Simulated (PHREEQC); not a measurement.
A PHREEQC speciation (ion-association model, phreeqc.dat) at 75 °C gives pH 2.50 and these molalities:

| species | mol/kgw |
|---|---|
| HF | 0.0351 |
| H+ | 0.00341 |
| F- | 0.00296 |
| HF2- | 0.000451 |

Problem. What are the element totals, and what could have been dissolved in 1 kg of water to give them?

Solution. This is not unique; one that fits is totals F 0.0390 mol/kgw, from 39 mmol/kgw HF.

No solid was allowed to form. At this temperature some constants are extrapolated from 25 °C, and those without enthalpy data are left unchanged.
